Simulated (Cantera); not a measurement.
A perfectly stirred reactor is fed with C2H6 : N2 = 1 : 12 (molar parts), at 3800 Pa; it is held at 1825 K, and followed from long to short residence time.

Model: GRI-Mech 3.0 (53 species, 325 reactions), integrated in Cantera. GRI-Mech 3.0 stops at C3 and has no aromatics, soot or wall deposition, so with more carbon than oxygen in the feed, carbon stays in small species such as C2H2 where larger ones or solid carbon would form. Radical loss at walls, strong at low pressure, is not modelled.

Q: What does this change do: temperature 1825 to 1250 K?

A: 
| quantity | before | after |
|---|---|---|
| x(C2H6) at τ = 21.0 s | 3.36e-7 | 0.000263 |
| x(H) at τ = 21.0 s | 0.000875 | 8.07e-6 |
| x(C2H2) at τ = 21.0 s | 0.0656 | 0.0570 |
| x(C2H) at τ = 21.0 s | 4.23e-6 | 1.20e-9 |
| x(HCN) at τ = 21.0 s | 0.00135 | 1.35e-9 |
| x(C2H6) at τ = 0.140 s | 4.37e-5 | 0.0170 |
| x(H) at τ = 0.140 s | 0.00114 | 1.43e-5 |
| x(C2H2) at τ = 0.140 s | 0.0631 | 0.0128 |
| x(C2H) at τ = 0.140 s | 5.68e-6 | 9.92e-10 |
| x(HCN) at τ = 0.140 s | 0.000156 | 8.47e-10 |

Q: What does this change do: temperature 1825 to 1898 K?

A: 
```
quantity                  before     after
----------------------  --------  --------
x(C2H6) at τ = 21.0 s    3.36e-7   1.72e-7
x(H) at τ = 21.0 s      0.000875   0.00145
x(C2H2) at τ = 21.0 s     0.0656    0.0644
x(C2H) at τ = 21.0 s     4.23e-6   9.20e-6
x(HCN) at τ = 21.0 s     0.00135   0.00397
x(C2H6) at τ = 0.140 s   4.37e-5   2.54e-5
x(H) at τ = 0.140 s      0.00114   0.00152
x(C2H2) at τ = 0.140 s    0.0631    0.0639
x(C2H) at τ = 0.140 s    5.68e-6   1.00e-5
x(HCN) at τ = 0.140 s   0.000156  0.000337
```
